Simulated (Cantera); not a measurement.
Input: 1 mol BN, 9 mol H2O, 4.4 mol N2, equilibrated at 33.0 mbar.

These are equilibrium values from Cantera (NASA tables, ideal gas, pure condensed phases), not measurements of a reactor. Candidate condensed phases: B, BN, B2O3, B3O3H3, H2O; 39 gas species. Gases not in the tables: H3BO3. The numbers say what is thermodynamically allowed, not how fast it happens.

At 875 K, list the 4 most abundant gas species with their mole fractions, and the condensed phases.

H2O 0.535, N2 0.353, H2 0.108, (HBO2)3 0.00400. Condensed: B2O3(l).
